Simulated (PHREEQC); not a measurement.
Solution (30 °C): 9 mmol/kgw HF, 0.79 mmol/kgw NaF and 3.1 mmol/kgw LiCl. Closed to the air; pH follows from the charge balance.

Model: ion-association model, wateq4f.dat, run in PHREEQC.

Precipitation was switched off in this run.

Task: Order these F species by the share of F that they hold, largest first: F-, HF, H2F2, HF2-.

Result: HF (70 %), F- (27 %), H2F2 (2.1 %), HF2- (1.4 %)

The pH is 2.76 and the ionic strength 0.00577 mol/kgw.
